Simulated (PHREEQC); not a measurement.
0.14 g of hydrous ferric oxide (600 m²/g; 0.2 weak and 0.005 strong sites per Fe, Dzombak-Morel constants, diffuse double layer) in 1 kg of water with 0.05 mol/kgw of an inert sodium salt and 0.55 mmol/kgw NaF, 0.0026 mmol/kgw Ag2SO4 and 0.0024 mmol/kgw NaH2PO4, at 25 °C; the pH is set by adding NaOH or the inert anion's acid. Oxygen is held at 0.21 atm. No CO2 enters from the air. Nothing may precipitate in this run.

Equilibrium calculation in PHREEQC: ion-association model, wateq4f.dat.

Q: Predict F sorbed (%), S sorbed (%), Ag sorbed (%), surface charge σ (C/m²) at pH = 4.5, 6.

A: 
```tsv
pH	F sorbed (%)	S sorbed (%)	Ag sorbed (%)	surface charge σ (C/m²)
4.5	26.3	71.3	0.1	0.132
6	13.1	21.2	6.1	0.062
```

Species that the database lacks are ignored. H3PO4, which wateq4f.dat lacks, is added to it with the constant of phreeqc.dat. The database has no phosphate complexes of Ag. The oxide is taken as insoluble; below pH 4 it would dissolve.
